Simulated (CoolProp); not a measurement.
Vapour-liquid equilibrium of m-xylene (1) + n-undecane (2) at 0.196 MPa; x and y are mole fractions of (1).

Computed with CoolProp (multi-fluid Helmholtz-energy mixture model, Zhou 2012 and Aleksandrov 2011; pair parameters Bell 2016).

Give the bubble temperature and the first vapour's composition at x = 0.2, 0.35, 0.95. Is there an azeotrope?

x = 0.2: 481.2 K, y = 0.426; x = 0.35: 470.7 K, y = 0.630; x = 0.95: 440.5 K, y = 0.988. No azeotrope shows between x = 0.05 and 0.95.

Pair parameters are fitted to limited data, so mixtures are less certain than the pure fluids.
